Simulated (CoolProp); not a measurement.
R245fa at 211.89 K and 8.63 MPa is throttled through a valve to 2.51 MPa with no heat exchange. Each further row changes one setting.

Model: reference Helmholtz-energy equation of state, Akasaka 2015, in CoolProp.

| case | temperature change (K) |
|---|---|
| as stated | +2.3 |
| outlet pressure 0.753 MPa | +3.0 |
| outlet pressure 3.26 MPa | +2.1 |
